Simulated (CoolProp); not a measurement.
Computed with CoolProp (reference Helmholtz-energy equation of state, de Reuck 1990).

### Question
Give the vapour pressure (MPa), enthalpy of vaporisation (kJ/kg), vapour Z, surface tension (mN/m) of saturated fluorine at -162.45 °C.

### Answer
```tsv
T (°C)	p (MPa)	enthalpy of vaporisation (kJ/kg)	vapour Z	surface tension (mN/m)
-162.45	0.931	144	0.848	6.76
```

Surface tension comes from a separate correlation (Mulero 2012).
